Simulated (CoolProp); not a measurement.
Vapour-liquid equilibrium of R1234yf (1) + R227EA (2) at 289.5 K; x and y are mole fractions of (1).

The numbers come from the multi-fluid Helmholtz-energy mixture model, Lemmon 2022 and Lemmon 2016; pair parameters Bell 2016 in CoolProp.

```tsv
x	bubble pressure (bar)	y at the bubble point	dew pressure at overall composition x (bar)	liquid density (mol/L)
0.05	3.555	0.072	___	___
0.2	___	0.267	3.736	8.631
0.35	4.112	0.438	3.967	8.836
0.5	4.386	0.589	4.222	___
0.65	4.661	0.726	___	9.277
0.8	4.938	0.851	4.822	___
0.95	5.220	0.964	5.182	9.758
```

**Question.** Some entries are withheld; supply them.

**Answer.** 
- 0.05, dew pressure at overall composition x (bar): 3.525
- 0.05, liquid density (mol/L): 8.434
- 0.2, bubble pressure (bar): 3.837
- 0.5, liquid density (mol/L): 9.052
- 0.65, dew pressure at overall composition x (bar): 4.504
- 0.8, liquid density (mol/L): 9.512

No azeotrope shows between x = 0.05 and 0.95.

Pair parameters are fitted to limited data, so mixtures are less certain than the pure fluids.
